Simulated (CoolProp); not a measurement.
R236FA at 293.15 K and 0.0538 MPa flows at 0.11 m/s in a round tube of 25 mm bore and 45 µm roughness, fully developed (64/Re and Nu = 3.66 if laminar; Colebrook and Gnielinski if turbulent). Each further row changes one setting.

Model: reference Helmholtz-energy equation of state, Pan 2012, in CoolProp.

| case | Reynolds number | Darcy friction factor | pressure drop (Pa/m) | heat-transfer coefficient (W/(m² K)) | mass flow (kg/h) |
|---|---|---|---|---|---|
| as stated | 871 | 0.0735 | 0.0608 | 1.79 | 0.664 |
| velocity 0.22 m/s | 1740 | 0.0367 | 0.122 | 1.79 | 1.33 |
| diameter 50 mm | 1740 | 0.0367 | 0.0152 | 0.895 | 2.66 |

Viscosity comes from a separate model (Huber 2003), an estimate that may be off by 10 % or more. Thermal conductivity comes from a separate model (Huber 2003), an estimate that may be off by 10 % or more.
